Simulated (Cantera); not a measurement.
A closed system holds: 1 mol HCl, 0.054 mol H2O, equilibrated at 0.00110 bar.

Method: chemical equilibrium by Gibbs-energy minimisation in Cantera with the NASA 1993 tables (ideal gas, pure condensed phases). Candidate condensed phases: H2O; 29 gas species. Ions and electrons are included (thermal ionisation). Equilibrium is a limit: real reactors are often held back by kinetics, nucleation or transport. All values below are at 4477 °C.

Base state: H 0.512, Cl 0.462, O 0.0250, e- 0.000111, Cl+ 0.000103, HCl 1.77e-5, H2 1.26e-5 (mole fractions); condensed: gas only.

Q: What changes in the equilibrium state with this change: HCl replaced by CS2?

A: 
| species | before | after |
|---|---|---|
| S | 0 | 0.639 |
| C | 0 | 0.303 |
| H | 0.512 | 0.0347 |
| Cl | 0.462 | 0 |
| CO | 0 | 0.0161 |
| O | 0.0250 | 0.00125 |
| CS | 0 | 0.00209 |
| S+ | 0 | 0.00163 |
| C2 | 0 | 0.000146 |
| C+ | 0 | 0.000119 |
| Cl+ | 0.000103 | 0 |
Further candidate phases: C, C6H6, C7H8, C8H18, H2SO4, S.
